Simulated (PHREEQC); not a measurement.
**Copper plating or etch bath: speciation**

Dissolve 0.0071 mol Cu(BF4)2, 0.12 mol HCl and 0.00015 mol H3BO3 per kg of water at 25 °C. Closed to the air; pH follows from the charge balance.

All values are PHREEQC results (ion-association model, phreeqc.dat), not measurements.

Each row changes one thing in this solution. No solid was allowed to form.

```csv
case,pH,ionic strength (mol/kgw),BF4- (mol/kgw),HF (mol/kgw),Cu+2 (mol/kgw),H3BO3 (mol/kgw)
as made,1.02,0.138,0.0115,0.00941,0.00633,0.00239
H3BO3 replaced by HBF4 at the same molality,1.02,0.138,0.0116,0.00955,0.00633,0.00228
0.041 mol/kgw NaCl added,1.02,0.178,0.0115,0.00927,0.00616,0.00235
H3BO3 from 0.00015 to 0.00075 mol/kgw,1.02,0.138,0.0115,0.00900,0.00633,0.00288
0.0028 mol/kgw Na2SO4 added,1.03,0.141,0.0115,0.00936,0.00626,0.00238
H3BO3 left out,1.02,0.138,0.0114,0.00953,0.00633,0.00227
H3BO3 from 0.00015 to 0.000135 mol/kgw,1.02,0.138,0.0115,0.00942,0.00633,0.00238
HCl from 0.12 to 0.024 mol/kgw,1.71,0.0435,0.0118,0.00717,0.00686,0.00182
diluted 100-fold with water,2.92,0.00148,7.77e-8,0.000360,7.06e-5,0.000143
```

Real BF4- forms and hydrolyses slowly; the run takes it at equilibrium.
